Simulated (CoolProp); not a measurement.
Computed with CoolProp (reference Helmholtz-energy equation of state, Zhou 2014).

For cyclohexane, give the phase and the density (kg/m³), Joule-Thomson coefficient (K/MPa), isothermal compressibility (1/MPa), expansivity (1/kK) at 297 K and 0.101 MPa; 346.7 K and 0.101 MPa; 368.1 K and 0.101 MPa.


- 297 K and 0.101 MPa: liquid; density 775, Joule-Thomson coefficient -0.444, isothermal compressibility 0.00112, expansivity 1.22
- 346.7 K and 0.101 MPa: liquid; density 727, Joule-Thomson coefficient -0.342, isothermal compressibility 0.00174, expansivity 1.39
- 368.1 K and 0.101 MPa: gas; density 2.87, Joule-Thomson coefficient 24.6, isothermal compressibility 10.2, expansivity 3.03
